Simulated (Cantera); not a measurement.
Cantera run:

```python
import numpy as np
import cantera as ct

gas_names = """
    AL ALH ALO ALOH ALO2 ALO2H AL2 AL2O AL2O2 H HALO HO2 H2 H2O H2O2 O OH O2 O3
""".split()
cond_names = """
    AL(cr) AL(L) AL2O3(a) AL2O3(L) H2O(s) H2O(L)
""".split()


# ... load() reads the species with a 1 bar reference pressure and builds the phases ...
atoms = {
    'Al2O3': {'AL': 2, 'O': 3},
    'H2': {'H': 2},
}
top_T = {}  # K; cautious upper limits of use, not melting points


# ... equilibrate(T, P, feed) seeds the gas with the atoms and calls Mixture.equilibrate('TP', solver="vcs", rtol=1e-11, max_steps=5000) ...
results = []
feed = {'Al2O3': 1, 'H2': 8.1}  # mol
T = 898  # K
P = 150  # Pa
mix = equilibrate(T, P, feed)
results.append((T, P, feed, dict(zip(mix.species_names, mix.species_moles))))
x = sorted(zip(gas.X, gas.species_names), reverse=True)
print(f"T = {T:g} K  P = {P:g} Pa  gas = {mix.phase_moles(0):.4g} mol")
print("   x: " + "  ".join(f"{s} {v:.3e}" for v, s in x if v > 0.0001))
print("   condensed (mol): " + ("  ".join(f"{mix.phase(i).name} {mix.phase_moles(i):.4g}"
      for i in range(1, mix.n_phases) if mix.phase_moles(i) > 1e-12) or "none"))
```

It prints:

```
T = 898 K  P = 150 Pa  gas = 8.1 mol
   x: H2 1.000e+00
   condensed (mol): AL2O3(a) 1
```

Equilibrium computed with Cantera from the NASA thermochemical tables; the gas is ideal and each condensed phase is pure.
